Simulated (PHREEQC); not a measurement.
Brine: an equilibrium model

A solution holds 0.86 mol/kgw MgSO4 and 0.84 mol/kgw NaCl, at 20 °C. Closed to the air; pH follows from the charge balance.

All values are PHREEQC results (Pitzer model, pitzer.dat), not measurements.

No solid was allowed to form.

Task: What activity of water, osmotic coefficient, density does the model give?

Result: activity of water 0.951; osmotic coefficient 0.825; density 1.126 g/cm³.

Species that the database lacks are ignored.
